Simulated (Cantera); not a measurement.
## Thermodynamics of calcination and drying, feed MgCO₃ + C + H₂

A closed system holds: 1 mol MgCO₃, 1.6 mol C, 0.26 mol H₂, at 10.0 mbar.

These are equilibrium values from Cantera (NASA tables, ideal gas, pure condensed phases), not measurements of a reactor. Candidate condensed phases: C, C₆H₆, C₇H₈, C₈H₁₈, H₂O, Mg, MgCO₃, MgO, Mg(OH)₂; 116 gas species. The numbers say what is thermodynamically allowed, not how fast it happens.

From 625 K to 1175 K the condensed part is C(graphite) + MgO(s).

| T (K) | log p CO | log p CO₂ | log p H₂ | log p H₂O | n C(graphite) | n MgO(s) |
|---|---|---|---|---|---|---|
| 625 | -3.64 | -2.12 | -3.09 | -2.89 | 1.66 | 1.00 |
| 675 | -3.11 | -2.14 | -2.94 | -3.05 | 1.61 | 1.00 |
| 725 | -2.69 | -2.22 | -2.87 | -3.27 | 1.50 | 1.00 |
| 775 | -2.37 | -2.39 | -2.86 | -3.58 | 1.29 | 1.00 |
| 825 | -2.18 | -2.70 | -2.89 | -3.97 | 0.990 | 1.00 |
| 875 | -2.09 | -3.16 | -2.92 | -4.41 | 0.755 | 1.00 |
| 925 | -2.07 | -3.65 | -2.93 | -4.83 | 0.652 | 1.00 |
| 975 | -2.06 | -4.13 | -2.94 | -5.22 | 0.618 | 1.00 |
| 1025 | -2.05 | -4.57 | -2.94 | -5.57 | 0.607 | 1.00 |
| 1075 | -2.05 | -4.97 | -2.94 | -5.89 | 0.603 | 1.00 |
| 1125 | -2.05 | -5.34 | -2.94 | -6.18 | 0.601 | 1.00 |
| 1175 | -2.05 | -5.67 | -2.94 | -6.45 | 0.601 | 1.00 |
log p: log10 of the partial pressure in bar; n: condensed amount in mol.
